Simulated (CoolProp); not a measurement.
A closed Brayton cycle with carbon dioxide: compressor inlet 308.15 K and 9.4 MPa, high pressure 22.1 MPa, turbine inlet 935 K, compressor efficiency 0.8, turbine efficiency 0.9, recuperator effectiveness 0 (on enthalpy, no pinch check). Each further row changes one setting.

Values from CoolProp's reference Helmholtz-energy equation of state, Span 1996.

```tsv
case	thermal efficiency (%)	net work (kJ/kg)	compressor to turbine work	compressor exit (K)	turbine exit (K)
as stated	12.7	109	0.17	331.5	823.5
turbine inlet 885 K	12.7	101	0.18	331.5	777.4
compressor inlet 318.15 K	12.7	97.9	0.25	368.9	823.5
high pressure 18.8 MPa	10.5	90.6	0.15	326.4	844.0
recuperator effectiveness 0.5	19.7	109	0.17	331.5	823.5
```
